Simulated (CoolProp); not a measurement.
Vapour-liquid equilibrium of carbon dioxide (1) + n-perfluorobutane (2) at -24.15 °C; x and y are mole fractions of (1).

Model: multi-fluid Helmholtz-energy mixture model, Span 1996 and Gao 2022; pair parameters Bell 2016, in CoolProp.

```json
[
 {"x": "0.05", "bubble pressure (kPa)": "151.0", "y at the bubble point": "0.752", "dew pressure at overall composition x (kPa)": "39.74", "liquid density (mol/L)": "7.321"},
 {"x": "0.125", "bubble pressure (kPa)": "344.3", "y at the bubble point": "0.892", "dew pressure at overall composition x (kPa)": "43.17", "liquid density (mol/L)": "7.794"},
 {"x": "0.2", "bubble pressure (kPa)": "540.9", "y at the bubble point": "0.932", "dew pressure at overall composition x (kPa)": "47.24", "liquid density (mol/L)": "8.317"},
 {"x": "0.275", "bubble pressure (kPa)": "718.8", "y at the bubble point": "0.950", "dew pressure at overall composition x (kPa)": "52.14", "liquid density (mol/L)": "8.899"},
 {"x": "0.35", "bubble pressure (kPa)": "866.6", "y at the bubble point": "0.959", "dew pressure at overall composition x (kPa)": "58.15", "liquid density (mol/L)": "9.552"},
 {"x": "0.425", "bubble pressure (kPa)": "983.3", "y at the bubble point": "0.965", "dew pressure at overall composition x (kPa)": "65.72", "liquid density (mol/L)": "10.29"},
 {"x": "0.5", "bubble pressure (kPa)": "1075", "y at the bubble point": "0.969", "dew pressure at overall composition x (kPa)": "75.52", "liquid density (mol/L)": "11.14"},
 {"x": "0.575", "bubble pressure (kPa)": "1152", "y at the bubble point": "0.972", "dew pressure at overall composition x (kPa)": "88.75", "liquid density (mol/L)": "12.12"},
 {"x": "0.65", "bubble pressure (kPa)": "1225", "y at the bubble point": "0.975", "dew pressure at overall composition x (kPa)": "107.6", "liquid density (mol/L)": "13.29"},
 {"x": "0.725", "bubble pressure (kPa)": "1302", "y at the bubble point": "0.979", "dew pressure at overall composition x (kPa)": "136.6", "liquid density (mol/L)": "14.69"},
 {"x": "0.8", "bubble pressure (kPa)": "1393", "y at the bubble point": "0.983", "dew pressure at overall composition x (kPa)": "187.0", "liquid density (mol/L)": "16.41"},
 {"x": "0.875", "bubble pressure (kPa)": "1502", "y at the bubble point": "0.988", "dew pressure at overall composition x (kPa)": "297.1", "liquid density (mol/L)": "18.59"},
 {"x": "0.95", "bubble pressure (kPa)": "1632", "y at the bubble point": "0.995", "dew pressure at overall composition x (kPa)": "721.7", "liquid density (mol/L)": "21.44"}
]
```

No azeotrope shows between x = 0.05 and 0.95.

Pair parameters are fitted to limited data, so mixtures are less certain than the pure fluids. The gap from Raoult's law changes sign with composition, which may be real or a fault of the pair parameters; it wasn't checked against measurements.
